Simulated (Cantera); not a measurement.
**Gas-phase reforming**

An isothermal, constant-pressure homogeneous reactor starts with CH₄ : H₂O = 1 : 0.44 (molar parts), at 2000 K and 10.0 bar.

Model: GRI-Mech 3.0 (53 species, 325 reactions), integrated in Cantera. GRI-Mech 3.0 stops at C3 and has no aromatics, soot or wall deposition, so with more carbon than oxygen in the feed, carbon stays in small species such as C2H2 where larger ones or solid carbon would form.

```json
[
 {"t (s)": "4.00e-6", "x CH₄": "0.613", "x H₂O": "0.297", "x CH₂CO": "6.35e-7", "x CO₂": "9.40e-8", "x CO": "0.000125", "x H": "8.37e-5"},
 {"t (s)": "1.90e-5", "x CH₄": "0.386", "x H₂O": "0.256", "x CH₂CO": "4.49e-5", "x CO₂": "7.69e-6", "x CO": "0.00140", "x H": "0.000212"},
 {"t (s)": "9.06e-5", "x CH₄": "0.174", "x H₂O": "0.207", "x CH₂CO": "8.84e-5", "x CO₂": "9.97e-5", "x CO": "0.00499", "x H": "0.000320"},
 {"t (s)": "0.000431", "x CH₄": "0.0630", "x H₂O": "0.170", "x CH₂CO": "8.30e-5", "x CO₂": "0.000788", "x CO": "0.0180", "x H": "0.000388"},
 {"t (s)": "0.00205", "x CH₄": "0.0377", "x H₂O": "0.113", "x CH₂CO": "4.92e-5", "x CO₂": "0.00224", "x CO": "0.0594", "x H": "0.000417"},
 {"t (s)": "0.00976", "x CH₄": "0.0307", "x H₂O": "0.0350", "x CH₂CO": "1.27e-5", "x CO₂": "0.00139", "x CO": "0.126", "x H": "0.000434"},
 {"t (s)": "0.0464", "x CH₄": "0.0273", "x H₂O": "0.000879", "x CH₂CO": "2.44e-6", "x CO₂": "4.18e-5", "x CO": "0.157", "x H": "0.000442"},
 {"t (s)": "0.221", "x CH₄": "0.0272", "x H₂O": "1.08e-5", "x CH₂CO": "2.23e-6", "x CO₂": "5.11e-7", "x CO": "0.158", "x H": "0.000442"},
 {"t (s)": "1.05", "x CH₄": "0.0272", "x H₂O": "1.08e-5", "x CH₂CO": "2.23e-6", "x CO₂": "5.11e-7", "x CO": "0.158", "x H": "0.000442"},
 {"t (s)": "5.00", "x CH₄": "0.0272", "x H₂O": "1.08e-5", "x CH₂CO": "2.23e-6", "x CO₂": "5.11e-7", "x CO": "0.158", "x H": "0.000442"}
]
```
x: mole fraction; the columns are a selection and need not sum to one.

Equilibrium at this temperature and pressure: CH₄ 0.0272, H₂O 1.09e-5, CH₂CO 2.23e-6, CO₂ 5.17e-7, CO 0.158, H 0.000442 (gas phase only).
